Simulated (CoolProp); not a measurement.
Vapour-liquid equilibrium of propylene (1) + R142b (2) at 298.6 K; x and y are mole fractions of (1).

Computed with CoolProp (multi-fluid Helmholtz-energy mixture model, Lemmon 2013 and Lemmon 2006; pair parameters Bell 2016).

| x | bubble pressure, mixture model (bar) | bubble pressure, Raoult's law (bar) | y, mixture model | y, Raoult's law |
|---|---|---|---|---|
| 0.05 | 3.878 | 3.837 | 0.149 | 0.152 |
| 0.125 | 4.565 | 4.456 | 0.321 | 0.327 |
| 0.2 | 5.250 | 5.075 | 0.449 | 0.460 |
| 0.275 | 5.923 | 5.693 | 0.547 | 0.564 |
| 0.35 | 6.580 | 6.312 | 0.625 | 0.647 |
| 0.425 | 7.216 | 6.931 | 0.689 | 0.716 |
| 0.5 | 7.831 | 7.550 | 0.743 | 0.773 |
| 0.575 | 8.427 | 8.168 | 0.789 | 0.822 |
| 0.65 | 9.009 | 8.787 | 0.831 | 0.864 |
| 0.725 | 9.580 | 9.406 | 0.869 | 0.900 |
| 0.8 | 10.15 | 10.02 | 0.905 | 0.932 |
| 0.875 | 10.71 | 10.64 | 0.941 | 0.960 |
| 0.95 | 11.29 | 11.26 | 0.976 | 0.985 |

The largest gap from Raoult's law is +4.2 % in bubble pressure, at x = 0.35. No azeotrope shows between x = 0.05 and 0.95.

Pair parameters are fitted to limited data, so mixtures are less certain than the pure fluids.
